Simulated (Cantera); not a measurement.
Thermodynamics of boron, boron nitride and boron oxide, feed BF₃ + N₂ + H₂ + O₂

Feed: 1 mol BF₃, 3.9 mol N₂, 0.78 mol H₂, 0.93 mol O₂, held at 0.000300 bar.

Cantera equilibrium calculation (NASA polynomials, part measured and part estimated; ideal gas, pure solids and liquids). Candidate condensed phases: B, BN, B₂O₃, B₃O₃H₃, H₂O; 62 gas species. The tables' values for BF₂ are old estimates; treat these amounts as uncertain. Kinetics and transport are ignored.

```
T (°C)   x N₂   x HF  x BOF    x O₂       x F       x O    x BF₃
------  -----  -----  -----  ------  --------  --------  -------
1300    0.557  0.222  0.111  0.0766   5.32e-5  0.000167   0.0317
1375    0.556  0.223  0.111  0.0763  0.000180  0.000404   0.0315
1450    0.556  0.223  0.111  0.0757  0.000546  0.000903   0.0312
1525    0.555  0.222  0.112  0.0746   0.00150   0.00188   0.0307
1600    0.553  0.222  0.113  0.0727   0.00374   0.00368   0.0295
1675    0.550  0.221  0.114  0.0693   0.00837   0.00675   0.0270
1750    0.545  0.219  0.118  0.0639    0.0166    0.0116   0.0226
1825    0.538  0.216  0.122  0.0562    0.0284    0.0188   0.0164
1900    0.530  0.212  0.127  0.0469    0.0411    0.0284  0.00968
1975    0.522  0.209  0.130  0.0373    0.0509    0.0407  0.00463
```
x: gas mole fraction; nothing condenses.

From 1300 °C to 1975 °C nothing is condensed. The main B-bearing gas is BOF throughout.
